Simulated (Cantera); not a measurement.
A perfectly stirred reactor is fed with 0.0875 % CH₄, 3.75 % O₂, 96.2 % N₂, equivalence ratio 0.047, at 11.0 bar; it is held at 1125 K, and followed from long to short residence time.

Model: GRI-Mech 3.0 (53 species, 325 reactions), integrated in Cantera.

Problem. Predict: x(CH₄) at τ = 6.10 s; x(O₂) at τ = 6.10 s; x(CO) at τ = 6.10 s; x(CH₂CO) at τ = 6.10 s; x(CH₃) at τ = 6.10 s; x(CH₄) at τ = 43.0 ms; x(O₂) at τ = 43.0 ms; x(CO) at τ = 43.0 ms; x(CH₂CO) at τ = 43.0 ms; x(CH₃) at τ = 43.0 ms.

Solution. 
- x(CH₄) at τ = 6.10 s = 1.29e-5
- x(O₂) at τ = 6.10 s = 0.0358
- x(CO) at τ = 6.10 s = 7.70e-5
- x(CH₂CO) at τ = 6.10 s = 3.26e-8
- x(CH₃) at τ = 6.10 s = 3.66e-8
- x(CH₄) at τ = 43.0 ms = 0.000288
- x(O₂) at τ = 43.0 ms = 0.0366
- x(CO) at τ = 43.0 ms = 0.000401
- x(CH₂CO) at τ = 43.0 ms = 1.14e-6
- x(CH₃) at τ = 43.0 ms = 6.13e-7
